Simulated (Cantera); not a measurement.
## Equilibrium for boron, boron nitride and boron oxide: borazine + O2 + N2

Input: 1 mol borazine, 0.56 mol O2, 6.8 mol N2, at 2050 °C.

These are equilibrium values from Cantera (NASA tables, ideal gas, pure condensed phases), not measurements of a reactor. Candidate condensed phases: B, BN, B2O3, B3O3H3, H2O; 39 gas species. The feed counts by its element totals alone. The tables' values for BH2 are old estimates; treat these amounts as uncertain. Kinetics and transport are ignored.

At 0.0750 Torr nothing is condensed. From 0.345 Torr to 7.50 Torr the condensed part is B(s). From 34.5 Torr to 750 Torr the condensed part is BN(s). The main B-bearing gas is B at 0.0750 Torr and HBO at 750 Torr. The share of B in condensed phases is highest at 750 Torr (65.7 %) and lowest at 0.0750 Torr (0.0 %).

| P (Pa) | x N2 | x H | x H2 | x B | x BO | x HBO | x B2O2 | n B(s) | n BN(s) |
|---|---|---|---|---|---|---|---|---|---|
| 10 | 0.508 | 0.255 | 0.0550 | 0.113 | 0.0655 | 0.00128 | 5.37e-5 | 0 | 0 |
| 46 | 0.591 | 0.177 | 0.122 | 0.0293 | 0.0725 | 0.00453 | 0.000302 | 1.43 | 0 |
| 220 | 0.636 | 0.0972 | 0.175 | 0.00613 | 0.0697 | 0.0114 | 0.00134 | 1.77 | 0 |
| 1000 | 0.661 | 0.0491 | 0.203 | 0.00135 | 0.0576 | 0.0216 | 0.00414 | 1.83 | 0 |
| 4600 | 0.652 | 0.0246 | 0.235 | 0.000146 | 0.0417 | 0.0361 | 0.01000 | 0 | 1.87 |
| 22000 | 0.663 | 0.0114 | 0.242 | 1.38e-5 | 0.0229 | 0.0440 | 0.0144 | 0 | 1.90 |
| 100000 | 0.670 | 0.00543 | 0.249 | 1.42e-6 | 0.0104 | 0.0432 | 0.0135 | 0 | 1.97 |
x: gas mole fraction; n: condensed amount in mol.
